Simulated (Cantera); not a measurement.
# Gas-phase reforming

An isothermal, constant-pressure homogeneous reactor starts with CH₄ : CO₂ = 1 : 0.56 (molar parts), at 1373 K and 233 Torr.

Cantera simulation using GRI-Mech 3.0 (53 species, 325 reactions); the numbers are that mechanism's predictions, not measurements. GRI-Mech 3.0 stops at C3 and has no aromatics, soot or wall deposition, so with more carbon than oxygen in the feed, carbon stays in small species such as C2H2 where larger ones or solid carbon would form.

```
t (s)     x CH₄  x CO₂      x H      x H₂    x C₂H₄
--------  -----  -----  -------  --------  --------
0.000700  0.641  0.359  3.16e-9   5.69e-6   2.17e-8
0.00136   0.641  0.359  3.33e-9   1.13e-5   1.45e-7
0.00265   0.641  0.359  3.66e-9   2.30e-5   7.91e-7
0.00515   0.641  0.359  4.00e-9   4.76e-5   3.06e-6
0.0100    0.641  0.359  4.42e-9   9.86e-5   9.21e-6
0.0195    0.641  0.359  5.32e-9  0.000207   2.65e-5
0.0379    0.640  0.359  7.42e-9  0.000450   8.05e-5
0.0738    0.639  0.359  1.27e-8   0.00105  0.000258
0.144     0.637  0.359  2.57e-8   0.00261  0.000790
0.279     0.632  0.358  5.54e-8   0.00656   0.00195
0.543     0.621  0.355  1.14e-7    0.0154   0.00342
1.06      0.601  0.350  2.19e-7    0.0326   0.00419
2.06      0.566  0.339  3.79e-7    0.0613   0.00406
4.00      0.511  0.317  5.96e-7     0.102   0.00409
```
x: mole fraction; the columns are a selection and need not sum to one.

Equilibrium at this temperature and pressure: CH₄ 0.0749, CO₂ 5.35e-7, H 4.25e-6, H₂ 0.498, C₂H₄ 0.00575 (gas phase only).
